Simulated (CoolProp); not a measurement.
Computed with CoolProp (reference Helmholtz-energy equation of state, Thol 2016).

Question: For hexamethyldisiloxane (MM), give the phase and the Joule-Thomson coefficient (K/MPa), isothermal compressibility (1/MPa) at 452.9 K and 12300 kPa.

Answer: 
- 452.9 K and 12300 kPa: liquid; Joule-Thomson coefficient -0.186, isothermal compressibility 0.00566
